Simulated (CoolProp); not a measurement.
Saturated liquid density (kg/m³) of n-undecane: the reference equation beside estimates from Tc = 638.8 K, pc = 1.990 MPa, ω = 0.539.

Computed with CoolProp (reference Helmholtz-energy equation of state, Aleksandrov 2011). It is a short technical equation, of lower accuracy than the large ones.

| T (K) | reference | van der Waals | Redlich-Kwong |
|---|---|---|---|
| 490.2 | 579.4 | 313.3 | 447.1 |
| 499.1 | 570.6 | 308.6 | 438.6 |
| 508.1 | 561.5 | 303.6 | 429.6 |
| 517 | 552.2 | 298.5 | 420.4 |
| 526 | 542.4 | 293.1 | 410.7 |
| 534.9 | 532.3 | 287.5 | 400.7 |
| 543.9 | 521.6 | 281.7 | 390.2 |
| 552.8 | 510.5 | 275.6 | 379.2 |
| 561.8 | 498.7 | 269.1 | 367.5 |
| 570.8 | 486.0 | 262.2 | 355.2 |

Absolute difference from the reference over all 10 rows, mean and median: van der Waals 46.0 and 46.0 %, Redlich-Kwong 24.6 and 24.5 %.
